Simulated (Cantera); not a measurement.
Cantera run, input and output.

```python
import numpy as np
import cantera as ct

gas = ct.Solution("gri30.yaml")
gas.TPX = 625, 500000, {'CO': 1, 'H2': 0.3, 'CH4': 0.11, 'O2': 0.669, 'N2': 2.52}
flame = ct.FreeFlame(gas, width=0.013)
flame.set_refine_criteria(ratio=3, slope=0.08, curve=0.16)
flame.transport_model = "mixture-averaged"
flame.solve(loglevel=0, auto=True)
z, T = flame.grid, flame.T
thick = (T[-1] - T[0]) / np.gradient(T, z).max()
show = ['CO', 'H2', 'CH4', 'C2H6', 'H', 'C2H4']
print(f"laminar burning velocity  {flame.velocity[0] * 100:.3f} cm/s")
print(f"burnt temperature         {T[-1]:.1f} K")
print(f"thermal thickness         {thick * 1e3:.4f} mm")
print(f"grid points               {len(z)}")
z0 = z[flame.heat_release_rate.argmax()]
print(f"{'z/mm':>9s}{'T/K':>9s}{'u/(m/s)':>9s}" + "".join(f"{s:>11s}" for s in show))
rows = []
for k in (-3, -2, -1.5, -1, -0.5, -0.25, 0, 0.25, 0.5, 1, 2, 4, 8):
    zz = z0 + k * thick
    rows.append([k * thick, np.interp(zz, z, T), np.interp(zz, z, flame.velocity),
                 *(np.interp(zz, z, flame.X[gas.species_index(s)]) for s in show)])
    print(f"{rows[-1][0] * 1e3:9.3f}{rows[-1][1]:9.1f}{rows[-1][2]:9.3f}" + "".join(f"{x:11.3e}" for x in rows[-1][3:]))
```

Result:

```
laminar burning velocity  232.223 cm/s
burnt temperature         2557.8 K
thermal thickness         0.0683 mm
grid points               136
     z/mm      T/K  u/(m/s)         CO         H2        CH4       C2H6          H       C2H4
   -0.205    625.0    2.322  2.175e-01  6.508e-02  2.392e-02  6.622e-12  6.507e-14  1.875e-12
   -0.137    625.1    2.321  2.176e-01  6.451e-02  2.394e-02  1.760e-10  2.589e-12  4.340e-11
   -0.102    625.5    2.320  2.179e-01  6.338e-02  2.396e-02  2.240e-09  5.813e-11  4.920e-10
   -0.068    630.4    2.331  2.185e-01  6.005e-02  2.400e-02  5.582e-08  6.177e-09  1.033e-08
   -0.034    748.6    2.743  2.185e-01  4.862e-02  2.267e-02  6.020e-06  4.544e-05  8.446e-07
   -0.017   1089.9    3.969  2.125e-01  3.746e-02  1.679e-02  2.953e-05  1.084e-03  6.476e-06
    0.000   1548.1    5.600  1.981e-01  2.503e-02  5.406e-03  9.717e-06  5.440e-03  1.050e-05
    0.017   1818.4    6.504  1.724e-01  1.579e-02  4.470e-04  8.442e-08  1.055e-02  7.705e-07
    0.034   1954.0    6.903  1.485e-01  1.309e-02  1.561e-05  1.136e-10  1.263e-02  7.783e-09
    0.068   2104.5    7.324  1.250e-01  1.336e-02  3.276e-08  1.826e-15  1.197e-02  2.233e-12
    0.137   2249.2    7.741  1.127e-01  1.300e-02  1.052e-12  7.553e-23  8.583e-03  4.215e-18
    0.273   2372.0    8.096  1.054e-01  1.162e-02  2.517e-14  8.507e-27  5.285e-03  1.596e-21
    0.546   2463.8    8.354  9.891e-02  1.041e-02  1.876e-14  4.251e-27  3.222e-03  1.201e-21
```

Computed with Cantera and GRI-Mech 3.0 (53 species, 325 reactions). Burning velocities carry a grid error of a few per cent, more on coarse grids.
